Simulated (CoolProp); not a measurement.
R1132(E) at 391.65 K and 6.5 MPa is throttled through a valve to 4.42 MPa with no heat exchange. Each further row changes one setting.

Model: reference Helmholtz-energy equation of state, Akasaka 2024, in CoolProp.

```json
[
 {"case": "as stated", "temperature change (K)": "-18.6", "final phase": "gas", "final density (kg/m³)": "127"},
 {"case": "outlet pressure 1.33 MPa", "temperature change (K)": "-52.1", "final phase": "gas", "final density (kg/m³)": "33.7"},
 {"case": "outlet pressure 5.75 MPa", "temperature change (K)": "-6.3", "final phase": "supercritical", "final density (kg/m³)": "172"}
]
```
